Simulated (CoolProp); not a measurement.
Values from CoolProp's reference Helmholtz-energy equation of state, Lemmon 2006. It is a short technical equation, of lower accuracy than the large ones.

Problem. For neopentane, give the phase and the Z, cp (kJ/(kg K)), expansivity (1/kK), fugacity coefficient at 349.9 K and 0.489 MPa.

Solution. 
- 349.9 K and 0.489 MPa: gas; Z 0.886, cp 2.06, expansivity 4.24, fugacity coefficient 0.898
